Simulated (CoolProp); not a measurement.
Isobutene at 298.15 K and 3.65 MPa is throttled through a valve to 1.13 MPa with no heat exchange. Each further row changes one setting.

The numbers come from the reference Helmholtz-energy equation of state, Lemmon 2005 in CoolProp. It is a short technical equation, of lower accuracy than the large ones.

```json
[
 {"case": "as stated", "temperature change (K)": "(withheld)", "final density (kg/m³)": "(withheld)"},
 {"case": "outlet pressure 0.339 MPa", "temperature change (K)": "+0.9", "final density (kg/m³)": "(withheld)"},
 {"case": "outlet pressure 1.47 MPa", "temperature change (K)": "(withheld)", "final density (kg/m³)": "590"}
]
```

Question: What belongs in the gaps?

Answer: 
- as stated, temperature change (K): +0.7
- as stated, final density (kg/m³): 589
- outlet pressure 0.339 MPa, final density (kg/m³): 587
- outlet pressure 1.47 MPa, temperature change (K): +0.6
